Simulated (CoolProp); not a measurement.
Sulfur hexafluoride along the isotherm 362.6 K: fugacity coefficient from the reference equation and from simpler models built on Tc = 318.7 K, pc = 37.55 bar, ω = 0.210; each cubic takes its own stable root.

Model: reference Helmholtz-energy equation of state, Guder 2009, in CoolProp.

```json
[
 {"p (bar)": "0.594", "phase": "gas", "reference": "0.9966"},
 {"p (bar)": "0.924", "phase": "gas", "reference": "0.9947"},
 {"p (bar)": "1.44", "phase": "gas", "reference": "0.9917"},
 {"p (bar)": "2.24", "phase": "gas", "reference": "0.9871"},
 {"p (bar)": "3.49", "phase": "gas", "reference": "0.9800"},
 {"p (bar)": "5.43", "phase": "gas", "reference": "0.9689"},
 {"p (bar)": "8.46", "phase": "gas", "reference": "0.9518"},
 {"p (bar)": "13.2", "phase": "gas", "reference": "0.9253"},
 {"p (bar)": "20.5", "phase": "gas", "reference": "0.8851"},
 {"p (bar)": "31.9", "phase": "gas", "reference": "0.8238"},
 {"p (bar)": "49.7", "phase": "supercritical", "reference": "0.7317"},
 {"p (bar)": "77.4", "phase": "supercritical", "reference": "0.6034"},
 {"p (bar)": "121", "phase": "supercritical", "reference": "0.4811"},
 {"p (bar)": "188", "phase": "supercritical", "reference": "0.4053"}
]
```

**Question.** How far does each simpler model (van der Waals, Redlich-Kwong) lie from the reference over these 14 states: mean and median of the absolute difference, and the worst?

**Answer.** 
- van der Waals: mean 0.9 %, median 0.0 %, worst -4.1 % at 362.6 K and 77.4 bar
- Redlich-Kwong: mean 1.1 %, median 0.5 %, worst -3.5 % at 362.6 K and 77.4 bar
